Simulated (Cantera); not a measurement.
Input (Python, Cantera):

```python
import numpy as np
import cantera as ct

gas = ct.Solution("SiF4_NH3_mec.yaml", "gas")
gas.TPX = 1923, 18000, {'NH3': 1, 'N2': 1}
reactor = ct.IdealGasConstPressureReactor(gas, energy="off", clone=False)
net = ct.ReactorNet([reactor])
net.rtol, net.atol = 1e-08, 1e-18
show = ['NH3', 'NH2', 'N2H4', 'N2H2', 'N', 'H']
times = np.geomspace(3e-05, 2, 11)

steps = ct.SolutionArray(gas, extra=["t"])
rows = []
print(f"{'t/s':>10s}{'T/K':>9s}{'P/Pa':>11s}" + "".join(f"{s:>11s}" for s in show))
for t in times:
    while net.time < t:
        t_next = net.step()
        steps.append(gas.state, t=t_next)
    rows.append([np.interp(t, steps.t, y) for y in (steps.T, steps.P, *steps(*show).X.T)])
    print(f"{t:10.3e}{rows[-1][0]:9.1f}{rows[-1][1]:11.4g}" + "".join(f"{x:11.3e}" for x in rows[-1][2:]))
rate = np.gradient(steps.T, steps.t)
print("integrator steps:", len(steps.t))
if steps.T.max() > steps.T[0] + 200:
    print(f"time of steepest temperature rise: {steps.t[rate.argmax()]:.4e} s")
gas.TPX = 1923, 18000, {'NH3': 1, 'N2': 1}
gas.equilibrate("TP")
print(f"equilibrium (TP): T = {gas.T:.1f} K  " + "  ".join(f"{s} {gas[s].X[0]:.3e}" for s in show))
```

Result:

```
       t/s      T/K       P/Pa        NH3        NH2       N2H4       N2H2          N          H
 3.000e-05   1923.0    1.8e+04  5.000e-01  2.365e-05  8.484e-11  1.312e-09  9.256e-13  2.259e-07
 9.110e-05   1923.0    1.8e+04  4.999e-01  7.210e-05  8.173e-10  1.662e-08  3.672e-11  2.295e-07
 2.766e-04   1923.0    1.8e+04  4.997e-01  2.157e-04  7.402e-09  1.905e-07  7.623e-10  2.737e-07
 8.400e-04   1923.0    1.8e+04  4.991e-01  5.477e-04  4.790e-08  1.461e-06  4.483e-09  6.654e-07
 2.551e-03   1923.0    1.8e+04  4.966e-01  7.213e-04  8.314e-08  2.691e-06  1.704e-08  2.112e-06
 7.746e-03   1923.0    1.8e+04  4.890e-01  6.938e-04  7.693e-08  2.651e-06  5.116e-08  5.888e-06
 2.352e-02   1923.0    1.8e+04  4.668e-01  6.337e-04  6.419e-08  2.471e-06  1.423e-07  1.631e-05
 7.143e-02   1923.0    1.8e+04  4.069e-01  5.418e-04  4.692e-08  2.028e-06  2.898e-07  4.418e-05
 2.169e-01   1923.0    1.8e+04  2.775e-01  4.034e-04  2.601e-08  1.215e-06  4.125e-07  1.148e-04
 6.586e-01   1923.0    1.8e+04  1.050e-01  2.064e-04  6.807e-09  3.657e-07  4.693e-07  2.749e-04
 2.000e+00   1923.0    1.8e+04  1.028e-02  4.208e-05  2.822e-10  2.441e-08  4.464e-07  7.089e-04
integrator steps: 1151
equilibrium (TP): T = 1923.0 K  NH3 1.025e-06  NH2 9.163e-09  N2H4 1.344e-17  N2H2 8.080e-14  N 4.713e-10  H 1.579e-03
```

Cantera simulation using the gas-phase N/H chemistry of the illustrative SiF4/NH3 mechanism in the Surface Chemkin manual (1991); the numbers are that mechanism's predictions, not measurements. Walls and surfaces, which speed up NH3 decomposition in real reactors, are not modelled.
